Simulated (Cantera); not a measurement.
Feed: 1 mol Si₃N₄, 0.45 mol CO₂, 2.5 mol N₂, at 1825 K and 0.133 bar.

Method: chemical equilibrium by Gibbs-energy minimisation in Cantera with the NASA 1993 tables (ideal gas, pure condensed phases). Candidate condensed phases: C, Si, SiC, SiO₂, Si₂N₂O, Si₃N₄; 34 gas species. Mutual solubility and eutectic melting of coexisting phases are not modelled. Rates play no part.

Base state: N₂ 0.994, CO 0.00445, SiO 0.00168 (mole fractions); condensed: SiC(s) + Si₂N₂O(s) + Si₃N₄(s).

Task: What changes in the equilibrium state with this change: temperature from 1825 K to 1425 K?

Result: 
```tsv
species	before	after
N₂	0.994	1.000
CO	0.00445	8.57e-5
SiO	0.00168	4.01e-8
SiC(s), mol	0.436	0
Si₂N₂O(s), mol	0.881	0.900
Si₃N₄(s), mol	0.266	0.400
C(graphite), mol	0	0.450
```
